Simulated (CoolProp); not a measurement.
Saturation properties of isopentane (Tc = 187.2 °C, pc = 3.378 MPa, ω = 0.227).

The numbers come from the reference Helmholtz-energy equation of state, Lemmon 2006 in CoolProp. It is a short technical equation, of lower accuracy than the large ones.

```json
[
 {"T (°C)": "64.75", "p (MPa)": "0.3106", "vapour density (kg/m³)": "?", "surface tension (mN/m)": "10.3", "liquid conductivity (mW/(m K))": "89.9"},
 {"T (°C)": "69.45", "p (MPa)": "0.3514", "vapour density (kg/m³)": "9.940", "surface tension (mN/m)": "9.81", "liquid conductivity (mW/(m K))": "88.5"},
 {"T (°C)": "74.25", "p (MPa)": "0.3971", "vapour density (kg/m³)": "11.19", "surface tension (mN/m)": "9.33", "liquid conductivity (mW/(m K))": "87.1"},
 {"T (°C)": "78.95", "p (MPa)": "0.4460", "vapour density (kg/m³)": "12.54", "surface tension (mN/m)": "8.86", "liquid conductivity (mW/(m K))": "85.7"},
 {"T (°C)": "83.65", "p (MPa)": "?", "vapour density (kg/m³)": "14.01", "surface tension (mN/m)": "8.40", "liquid conductivity (mW/(m K))": "84.3"},
 {"T (°C)": "88.35", "p (MPa)": "0.5571", "vapour density (kg/m³)": "15.63", "surface tension (mN/m)": "7.94", "liquid conductivity (mW/(m K))": "82.9"},
 {"T (°C)": "93.15", "p (MPa)": "0.6213", "vapour density (kg/m³)": "17.43", "surface tension (mN/m)": "7.48", "liquid conductivity (mW/(m K))": "81.4"},
 {"T (°C)": "97.85", "p (MPa)": "0.6893", "vapour density (kg/m³)": "19.37", "surface tension (mN/m)": "7.03", "liquid conductivity (mW/(m K))": "80.0"},
 {"T (°C)": "102.55", "p (MPa)": "0.7626", "vapour density (kg/m³)": "21.48", "surface tension (mN/m)": "6.58", "liquid conductivity (mW/(m K))": "78.6"},
 {"T (°C)": "107.25", "p (MPa)": "0.8416", "vapour density (kg/m³)": "23.79", "surface tension (mN/m)": "6.14", "liquid conductivity (mW/(m K))": "77.2"},
 {"T (°C)": "111.95", "p (MPa)": "0.9265", "vapour density (kg/m³)": "26.32", "surface tension (mN/m)": "5.71", "liquid conductivity (mW/(m K))": "75.7"},
 {"T (°C)": "116.75", "p (MPa)": "1.020", "vapour density (kg/m³)": "29.15", "surface tension (mN/m)": "5.27", "liquid conductivity (mW/(m K))": "74.3"},
 {"T (°C)": "121.45", "p (MPa)": "1.117", "vapour density (kg/m³)": "32.19", "surface tension (mN/m)": "4.85", "liquid conductivity (mW/(m K))": "?"},
 {"T (°C)": "126.15", "p (MPa)": "1.222", "vapour density (kg/m³)": "35.53", "surface tension (mN/m)": "4.43", "liquid conductivity (mW/(m K))": "71.4"},
 {"T (°C)": "130.85", "p (MPa)": "1.333", "vapour density (kg/m³)": "39.21", "surface tension (mN/m)": "?", "liquid conductivity (mW/(m K))": "69.9"}
]
```

Q: Complete the blanks.

A: 
- 64.75, vapour density (kg/m³): 8.824
- 83.65, p (MPa): 0.4992
- 121.45, liquid conductivity (mW/(m K)): 72.8
- 130.85, surface tension (mN/m): 4.02

It boils at 27.8 °C under 1 atm.

Thermal conductivity comes from a separate model (Vassiliou 2015). Surface tension comes from a separate correlation (Mulero 2012).
